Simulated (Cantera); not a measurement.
An adiabatic, constant-pressure homogeneous reactor starts with 15.2 % CH4, 17.9 % O2, 67.0 % N2, at 1823 K and 4.93 atm.

Detailed kinetics in Cantera: GRI-Mech 3.0 (53 species, 325 reactions).

x: mole fraction; the columns are a selection and need not sum to one.

| t (s) | T (K) | x CH4 | x O2 | x C2H6 | x NO | x C2H | x HO2 | x NO2 |
|---|---|---|---|---|---|---|---|---|
| 2.00e-6 | 1822 | 0.151 | 0.179 | 2.21e-6 | 3.69e-12 | <1e-12 | 1.97e-5 | <1e-12 |
| 4.69e-6 | 1822 | 0.151 | 0.178 | 3.44e-5 | 1.62e-11 | <1e-12 | 3.32e-5 | <1e-12 |
| 1.10e-5 | 1827 | 0.147 | 0.177 | 0.000452 | 1.05e-10 | 4.53e-11 | 7.81e-5 | 1.41e-12 |
| 2.57e-5 | 2127 | 0.0674 | 0.114 | 0.00102 | 8.70e-8 | 2.10e-6 | 0.000342 | 5.24e-10 |
| 6.02e-5 | 2912 | 1.53e-11 | 0.000463 | <1e-12 | 0.000535 | <1e-12 | 6.72e-7 | (withheld) |
| 0.000141 | 2912 | 1.61e-11 | 0.000444 | <1e-12 | 0.000915 | <1e-12 | 6.44e-7 | (withheld) |
| 0.000331 | 2909 | 1.65e-11 | 0.000432 | <1e-12 | 0.00141 | <1e-12 | 6.28e-7 | (withheld) |
| 0.000775 | 2908 | 1.67e-11 | 0.000426 | <1e-12 | 0.00164 | <1e-12 | 6.20e-7 | 1.02e-7 |
| 0.00181 | 2908 | 1.67e-11 | 0.000426 | <1e-12 | 0.00166 | <1e-12 | 6.19e-7 | 1.03e-7 |
| 0.00425 | 2908 | 1.67e-11 | 0.000426 | <1e-12 | 0.00166 | <1e-12 | 6.19e-7 | 1.03e-7 |
| 0.00996 | 2908 | 1.67e-11 | 0.000426 | <1e-12 | 0.00166 | <1e-12 | 6.19e-7 | 1.03e-7 |
| 0.0233 | 2908 | 1.67e-11 | 0.000426 | <1e-12 | 0.00166 | <1e-12 | 6.19e-7 | 1.03e-7 |
| 0.0547 | 2908 | 1.67e-11 | 0.000426 | <1e-12 | 0.00166 | <1e-12 | 6.19e-7 | 1.03e-7 |
| 0.128 | 2908 | 1.67e-11 | 0.000426 | <1e-12 | 0.00166 | <1e-12 | 6.19e-7 | 1.03e-7 |
| 0.300 | 2908 | 1.67e-11 | 0.000426 | <1e-12 | 0.00166 | <1e-12 | 6.19e-7 | 1.03e-7 |

### Question
What belongs in the gaps?

### Answer

- 6.02e-5, x NO2: 3.43e-8
- 0.000141, x NO2: 5.80e-8
- 0.000331, x NO2: 8.83e-8
